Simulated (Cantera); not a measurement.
An adiabatic, constant-pressure homogeneous reactor starts with CH4 : O2 : N2 = 1 : 4.65 : 17.5 (molar parts), at 1325 K and 800000 Pa. Integrator tolerance rtol = 1e-08.

Computed with Cantera and GRI-Mech 3.0 (53 species, 325 reactions).

Q: What does this change do: initial temperature 1325 to 1525 K?

A: 
```tsv
quantity	before	after
time of steepest temperature rise	0.969 ms	0.136 ms
temperature at 0.800 s	2204 K	2369 K
equilibrium temperature	2204 K	2369 K
x(CH4) at 0.800 s	<1e-12 (gas-phase equilibrium <1e-12)	<1e-12 (gas-phase equilibrium <1e-12)
x(O2) at 0.800 s	0.109 (gas-phase equilibrium 0.109)	0.107 (gas-phase equilibrium 0.107)
x(H) at 0.800 s	2.13e-5 (gas-phase equilibrium 2.13e-5)	8.11e-5 (gas-phase equilibrium 8.11e-5)
x(C2H) at 0.800 s	<1e-12 (gas-phase equilibrium <1e-12)	<1e-12 (gas-phase equilibrium <1e-12)
x(HCO) at 0.800 s	1.13e-11 (gas-phase equilibrium 1.13e-11)	9.19e-11 (gas-phase equilibrium 9.19e-11)
x(NO) at 0.800 s	0.00901 (gas-phase equilibrium 0.00901)	0.0126 (gas-phase equilibrium 0.0126)
x(CH3) at 0.800 s	<1e-12 (gas-phase equilibrium <1e-12)	<1e-12 (gas-phase equilibrium <1e-12)
```

Q: What does this change do: CH4 1 to 2.3 parts?

A: 
```
quantity                                                              before                                    after
---------------------------------  -----------------------------------------  ---------------------------------------
time of steepest temperature rise                                   0.969 ms                                  1.39 ms
temperature at 0.800 s                                                2204 K                                   2792 K
equilibrium temperature                                               2204 K                                   2792 K
x(CH4) at 0.800 s                      <1e-12 (gas-phase equilibrium <1e-12)    <1e-12 (gas-phase equilibrium <1e-12)
x(O2) at 0.800 s                         0.109 (gas-phase equilibrium 0.109)    0.0136 (gas-phase equilibrium 0.0136)
x(H) at 0.800 s                      2.13e-5 (gas-phase equilibrium 2.13e-5)  0.00291 (gas-phase equilibrium 0.00291)
x(C2H) at 0.800 s                      <1e-12 (gas-phase equilibrium <1e-12)    <1e-12 (gas-phase equilibrium <1e-12)
x(HCO) at 0.800 s                  1.13e-11 (gas-phase equilibrium 1.13e-11)  6.36e-8 (gas-phase equilibrium 6.36e-8)
x(NO) at 0.800 s                     0.00901 (gas-phase equilibrium 0.00901)  0.00870 (gas-phase equilibrium 0.00870)
x(CH3) at 0.800 s                      <1e-12 (gas-phase equilibrium <1e-12)    <1e-12 (gas-phase equilibrium <1e-12)
```
